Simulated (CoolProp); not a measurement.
A simple Rankine cycle with the fluoroketone C6F12O (FK-5-1-12): condensing at 298.15 K, boiler at 0.328 MPa, turbine inlet 401 K, turbine efficiency 0.85, pump efficiency 0.6, no recuperator. Each further row changes one setting.

Model: reference Helmholtz-energy equation of state, McLinden 2015, in CoolProp.

```json
[
 {"case": "as stated", "thermal efficiency (%)": "9.2", "net work (kJ/kg)": "17.1", "heat in (kJ/kg)": "185", "turbine exit temperature (K)": "379.2", "volume ratio over the turbine": "___"},
 {"case": "turbine inlet 421 K", "thermal efficiency (%)": "8.9", "net work (kJ/kg)": "___", "heat in (kJ/kg)": "205", "turbine exit temperature (K)": "399.1", "volume ratio over the turbine": "8.25"},
 {"case": "condensing temperature 290.15 K", "thermal efficiency (%)": "___", "net work (kJ/kg)": "20.0", "heat in (kJ/kg)": "___", "turbine exit temperature (K)": "376.0", "volume ratio over the turbine": "___"},
 {"case": "boiler pressure 0.23 MPa", "thermal efficiency (%)": "7.8", "net work (kJ/kg)": "14.5", "heat in (kJ/kg)": "186", "turbine exit temperature (K)": "383.4", "volume ratio over the turbine": "5.74"},
 {"case": "turbine efficiency 0.75", "thermal efficiency (%)": "8.1", "net work (kJ/kg)": "15.1", "heat in (kJ/kg)": "185", "turbine exit temperature (K)": "381.4", "volume ratio over the turbine": "___"}
]
```

Problem. What belongs in the gaps?

Solution. 
- as stated, volume ratio over the turbine: 8.36
- turbine inlet 421 K, net work (kJ/kg): 18.1
- condensing temperature 290.15 K, thermal efficiency (%): 10.3
- condensing temperature 290.15 K, heat in (kJ/kg): 194
- condensing temperature 290.15 K, volume ratio over the turbine: 11.8
- turbine efficiency 0.75, volume ratio over the turbine: 8.41
